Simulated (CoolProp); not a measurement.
A single-stage vapour-compression cycle with the fluid: evaporating at 293.15 K (dew point), condensing at 360.15 K (bubble point), superheat 0 K, subcooling 2 K, compressor efficiency 0.7, no pressure losses. The same conditions are run with several fluids, on thermodynamics alone (safety and materials aside).

Values from CoolProp's reference Helmholtz-energy equation of state of each fluid (isohexane: Lemmon 2006; R124: de Vries 1995; tetrahydrofuran: Fiedler 2023; R1336mzz(Z): McLinden 2020; R22: Kamei 1995; R1224YDZ: Akasaka 2023).

**Question.** Rank isohexane, R124, tetrahydrofuran, R1336mzz(Z), R22, R1224YDZ by cooling COP, highest first.

**Answer.** tetrahydrofuran (2.56), isohexane (2.15), R1224YDZ (2.03), R1336mzz(Z) (2.01), R124 (1.81), R22 (1.70)

| fluid | pressure ratio | discharge temperature (K) | refrigerating effect (kJ/kg) | volumetric capacity (kJ/m³) |
|---|---|---|---|---|
| isohexane | 9.67 | 360.2 | 196 | 161 |
| R124 | 5.59 | 366.3 | 69.8 | 1420 |
| tetrahydrofuran | 11.1 | 398.8 | 330 | 170 |
| R1336mzz(Z) | 8.55 | 360.2 | 87.4 | 368 |
| R22 | 4.61 | 399.9 | 92.3 | 3550 |
| R1224YDZ | 7.04 | 360.7 | 87.7 | 696 |

The compression ends wet for: isohexane; R1336mzz(Z).
